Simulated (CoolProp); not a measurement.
Saturation properties of carbon dioxide (Tc = 31.0 °C, pc = 7.377 MPa, ω = 0.224).

Values from CoolProp's reference Helmholtz-energy equation of state, Span 1996.

| T (°C) | p (MPa) | liquid density (kg/m³) | liquid cp (kJ/(kg K)) | vapour viscosity (µPa s) |
|---|---|---|---|---|
| -40.05 | 1.003 | 1117 | 2.011 | 11.7 |
| -36.15 | 1.155 | 1101 | 2.032 | ? |
| -32.35 | 1.318 | 1086 | 2.056 | 12.2 |
| -28.45 | 1.504 | 1069 | 2.085 | ? |
| -24.65 | 1.702 | 1053 | ? | 12.6 |
| -20.75 | 1.924 | 1035 | ? | 12.9 |
| -16.95 | 2.161 | ? | 2.202 | ? |
| -13.05 | 2.426 | ? | 2.257 | 13.4 |
| -9.25 | 2.706 | ? | 2.321 | 13.7 |
| -5.35 | 3.017 | 958.1 | 2.400 | 14.0 |
| -1.55 | 3.344 | 936.6 | 2.496 | 14.4 |
| 2.35 | 3.707 | 913.0 | 2.621 | 14.8 |
| 6.15 | 4.088 | 888.4 | 2.780 | 15.3 |
| 10.05 | 4.508 | 860.7 | 3.001 | 15.8 |

What belongs in the gaps?


- -36.15, vapour viscosity (µPa s): 12.0
- -28.45, vapour viscosity (µPa s): 12.4
- -24.65, liquid cp (kJ/(kg K)): 2.118
- -20.75, liquid cp (kJ/(kg K)): 2.157
- -16.95, liquid density (kg/m³): 1017
- -16.95, vapour viscosity (µPa s): 13.1
- -13.05, liquid density (kg/m³): 998.4
- -9.25, liquid density (kg/m³): 979.0

Viscosity comes from a separate model (Laesecke 2017).
